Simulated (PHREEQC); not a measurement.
0.011 g of hydrous ferric oxide (600 m²/g; 0.2 weak and 0.005 strong sites per Fe, Dzombak-Morel constants, diffuse double layer) in 1 kg of water with 0.001 mol/kgw of an inert sodium salt and 4e-06 mol/kgw MgCl2 and 2.4e-06 mol/kgw BaCl2, at 25 °C; the pH is set by adding NaOH or the inert anion's acid. Oxygen is held at 0.21 atm. CO2 from the air is kept out. Precipitation was switched off in this run.

Model: ion-association model, wateq4f.dat, run in PHREEQC.

```tsv
pH	Mg sorbed (%)	Ba sorbed (%)	surface charge σ (C/m²)	surface potential ψ (mV)
3	0.0	0.0	0.252	234
3.38	0.0	0.0	0.191	228
3.75	0.0	0.0	0.143	218
4.12	0.0	0.0	0.107	206
4.5	0.0	0.0	0.078	191
4.88	0.0	0.0	___	175
5.25	0.0	0.0	0.040	157
5.62	0.0	0.0	0.028	139
6	0.0	0.0	0.019	___
6.38	0.0	0.0	0.012	99
6.75	0.0	0.0	___	78
7.12	0.1	0.1	0.005	57
7.5	0.3	___	0.003	35
7.88	___	3.3	0.001	14
8.25	___	9.7	___	-5
8.62	26.9	17.0	-0.002	-21
9	58.4	22.0	-0.003	-35
```

Question: What belongs in the gaps?

Answer: 
- 4.88, surface charge σ (C/m²): 0.056
- 6, surface potential ψ (mV): 119
- 6.75, surface charge σ (C/m²): 0.008
- 7.5, Ba sorbed (%): 0.7
- 7.88, Mg sorbed (%): 1.8
- 8.25, Mg sorbed (%): 8.0
- 8.25, surface charge σ (C/m²): 0.000

The oxide is taken as insoluble; below pH 4 it would dissolve.
